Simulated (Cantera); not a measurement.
Charge: 1 mol MgO, 0.023 mol C, 0.087 mol H₂, held at 3048 K and 218 Torr.

Method: chemical equilibrium by Gibbs-energy minimisation in Cantera with the NASA 1993 tables (ideal gas, pure condensed phases). Candidate condensed phases: C, C₆H₆, C₇H₈, C₈H₁₈, H₂O, Mg, MgCO₃, MgO, Mg(OH)₂; 116 gas species. The tables' values for MgH are old estimates; treat these amounts as uncertain. Rates play no part.

Base state: Mg 0.413, H₂O 0.135, H 0.0882, H₂ 0.0677, OH 0.0608, CO 0.0606, O 0.0482, MgO 0.0470 (mole fractions); condensed: MgO(s).

Q: What changes in the equilibrium state with this change: temperature from 3048 K to 1900 K?

A: 
```
species       before    after
-----------  -------  -------
H₂            0.0677    0.653
CO            0.0606    0.173
Mg             0.413    0.172
H₂O            0.135  4.41e-5
O             0.0482    <1e-9
O₂            0.0381    <1e-9
OH            0.0608  6.61e-9
MgO           0.0470  8.97e-9
CO₂           0.0162  2.78e-6
MgOH          0.0219  3.93e-6
H             0.0882  0.00119
Mg(OH)₂      0.00121    <1e-9
HO₂          1.10e-5    <1e-9
MgO(s), mol    0.855    0.977
```
